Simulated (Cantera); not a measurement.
A closed system holds: 1 mol FeS2, 0.16 mol SO3, 6.6 mol H2O, held at 902 °C and 2100 Torr.

Equilibrium computed with Cantera from the NASA thermochemical tables; the gas is ideal and each condensed phase is pure. Candidate condensed phases: Fe, FeO, Fe(OH)2, Fe(OH)3, FeS, FeSO4, FeS2, Fe2O3, Fe2(SO4)3, Fe3O4, H2O, H2SO4, S; 22 gas species. FeS: taken at fixed stoichiometry. Gases not in the tables: S3 to S7. Equilibrium is a limit: real reactors are often held back by kinetics, nucleation or transport.

Base state: H2O 0.849, SO2 0.0660, H2S 0.0570, S2 0.0180, H2 0.00941, S2O 0.000887, SO 4.23e-5, SH 4.05e-5 (mole fractions); condensed: FeS(s).

**Question.** What changes in the equilibrium state with this change: SO3 from 0.16 to 0.35 mol?

**Answer.** 
| species | before | after |
|---|---|---|
| H2O | 0.849 | 0.831 |
| SO2 | 0.0660 | 0.0966 |
| H2S | 0.0570 | 0.0461 |
| S2 | 0.0180 | 0.0179 |
| H2 | 0.00941 | 0.00761 |
| SO | 4.23e-5 | 5.12e-5 |
| S2O | 0.000887 | 0.00107 |
| SH | 4.05e-5 | 3.64e-5 |
| FeS(s), mol | 1.00 | 1.00 |
